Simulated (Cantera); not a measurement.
# Gas activation for diamond growth

A perfectly stirred reactor is fed with 2.06 % CH4, 97.9 % H2, at 0.0263 atm; it is held at 2050 K, and followed from long to short residence time.

Model: GRI-Mech 3.0 (53 species, 325 reactions), integrated in Cantera. GRI-Mech 3.0 stops at C3 and has no aromatics, soot or wall deposition, so with more carbon than oxygen in the feed, carbon stays in small species such as C2H2 where larger ones or solid carbon would form. Radical loss at walls, strong at low pressure, is not modelled.

```csv
τ (s),x CH4,x H2,x C2H6,x C2H4,x CH2
11,0.000247,0.977,8.09e-10,1.39e-6,1.19e-6
5.2,0.000372,0.977,1.77e-9,1.46e-6,1.68e-6
2.5,0.000564,0.977,3.92e-9,1.61e-6,2.33e-6
1.2,0.000872,0.978,8.89e-9,1.92e-6,3.19e-6
0.55,0.00141,0.978,2.16e-8,2.65e-6,4.34e-6
0.26,0.00227,0.979,5.06e-8,4.19e-6,5.68e-6
0.12,0.00368,0.979,1.19e-7,7.58e-6,7.20e-6
0.057,0.00576,0.979,2.56e-7,1.40e-5,8.58e-6
0.027,0.00867,0.978,4.97e-7,2.48e-5,9.49e-6
0.013,0.0122,0.977,8.04e-7,3.82e-5,9.31e-6
0.0060,0.0160,0.977,9.85e-7,4.62e-5,7.19e-6
```
x: mole fraction; the columns are a selection and need not sum to one.
